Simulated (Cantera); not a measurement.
# Calcination and drying: LiOH + H₂

Input: 1 mol LiOH, 6.7 mol H₂, held at 0.690 bar.

These are equilibrium values from Cantera (NASA tables, ideal gas, pure condensed phases), not measurements of a reactor. Candidate condensed phases: H₂O, Li, LiH, LiOH, Li₂O; 17 gas species. Equilibrium is a limit: real reactors are often held back by kinetics, nucleation or transport.

```tsv
T (K)	x H₂	x LiOH	x H₂O	x Li	x H	x LiH	x Li₂O	x Li₂(OH)₂	n Li₂O(s)
1750	0.891	0.0567	0.0428	0.00875	0.000264	0.000338	0.000289	0.000166	0.250
1775	0.882	0.0648	0.0400	0.0122	0.000327	0.000460	0.000423	0.000171	0.203
1800	0.870	0.0737	0.0374	0.0169	0.000402	0.000620	0.000612	0.000176	0.147
1825	0.856	0.0833	0.0349	0.0230	0.000491	0.000825	0.000877	0.000180	0.0785
1850	0.840	0.0933	0.0330	0.0307	0.000594	0.00107	0.00122	0.000181	0
1875	0.838	0.0916	0.0347	0.0324	0.000722	0.00111	0.00116	0.000141	0
1900	0.836	0.0899	0.0364	0.0341	0.000874	0.00115	0.00111	0.000111	0
1925	0.835	0.0882	0.0381	0.0358	0.00105	0.00118	0.00106	8.70e-5	0
1950	0.833	0.0864	0.0398	0.0375	0.00126	0.00122	0.00102	6.87e-5	0
```
x: gas mole fraction; n: condensed amount in mol.

From 1750 K to 1825 K the condensed part is Li₂O(s). From 1850 K to 1950 K nothing is condensed. The main Li-bearing gas is LiOH throughout.
